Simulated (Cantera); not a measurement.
Cantera run:

```python
import numpy as np
import cantera as ct

gas_names = """
    H2 Ca HCL
""".split()
cond_names = """
    CaCL2(s) CaCL2(L)
""".split()


def load(file, names, dense=False):
    # The tables refer to 1 bar. Condensed volumes are neglected.
    table = {s.name: s for s in ct.Species.list_from_file(file)}
    out = []
    for n in names:
        d = dict(table[n].input_data)
        d["thermo"] = dict(d["thermo"], **{"reference-pressure": 1e5})
        if dense:
            d["equation-of-state"] = {"model": "constant-volume", "density": "1e6 g/cm^3"}
        out.append(ct.Species.from_dict(d))
    return out


species = {s.name: s for s in load("nasa_gas.yaml", gas_names) + load("nasa_condensed.yaml", cond_names)}
# Each term lists the table entries of one substance; the one whose range holds T is used.
reactions = {
    'CaCl2 + H2(g) = Ca(g) + 2 HCl(g)':
        [(-1, ['CaCL2(s)', 'CaCL2(L)']), (-1, ['H2']), (1, ['Ca']), (2, ['HCL'])],
}


def pick(names, T):
    return next(species[n] for n in names if species[n].thermo.min_temp <= T <= species[n].thermo.max_temp)


results = []
for label, terms in reactions.items():
    print(label)
    print("     T/K   dH/kJ  dS/(J/K)   dG/kJ   log10 K")
    for T in [300, 1423, 1573, 1723, 1873, 2023, 2173]:
        used = [(nu, pick(names, T)) for nu, names in terms]
        dH = sum(nu * s.thermo.h(T) for nu, s in used) / 1e6
        dS = sum(nu * s.thermo.s(T) for nu, s in used) / 1e3
        dG = dH - T * dS / 1e3
        logK = -dG * 1e6 / (ct.gas_constant * T * np.log(10))
        results.append((label, T, dH, dS, dG, logK, [s.name for _, s in used]))
        print(f"{T:8g} {dH:8.1f} {dS:8.1f} {dG:8.1f} {logK:8.2f}")
```

Result:

```
CaCl2 + H2(g) = Ca(g) + 2 HCl(g)
     T/K   dH/kJ  dS/(J/K)   dG/kJ   log10 K
     300    788.9    293.2    701.0  -122.05
    1423    721.6    217.2    412.5   -15.14
    1573    714.7    212.6    380.3   -12.63
    1723    707.9    208.4    348.7   -10.57
    1873    701.1    204.7    317.7    -8.86
    2023    694.3    201.2    287.3    -7.42
    2173    687.7    198.0    257.4    -6.19
```

Source: NASA polynomial tables (part measured, part estimated), evaluated in Cantera. Condensed species are held in their standard states even where they would react or evaporate.
